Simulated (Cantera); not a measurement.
Feed: 1 mol C2H6, 54 mol H2, equilibrated at 2950 K and 0.600 Torr.

These are equilibrium values from Cantera (NASA tables, ideal gas, pure condensed phases), not measurements of a reactor. Candidate condensed phases: C, C6H6, C7H8, C8H18; 76 gas species. The numbers say what is thermodynamically allowed, not how fast it happens.

Base state: H 0.948, H2 0.0394, C 0.00834, C3 0.00221, C2 0.00104, C2H 0.000371, C2H2 (acetylene) 9.66e-5, CH 2.29e-5 (mole fractions); condensed: gas only.

### Question
What changes in the equilibrium state with this change: C2H6 replaced by C3H6?

### Answer
```json
[
 {"species": "H", "before": "0.948", "after": "0.944"},
 {"species": "H2", "before": "0.0394", "after": "0.0391"},
 {"species": "C", "before": "0.00834", "after": "0.0102"},
 {"species": "C3", "before": "0.00221", "after": "0.00405"},
 {"species": "C2", "before": "0.00104", "after": "0.00156"},
 {"species": "C2H", "before": "0.000371", "after": "0.000553"},
 {"species": "C2H2 (acetylene)", "before": "9.66e-5", "after": "0.000143"}
]
```
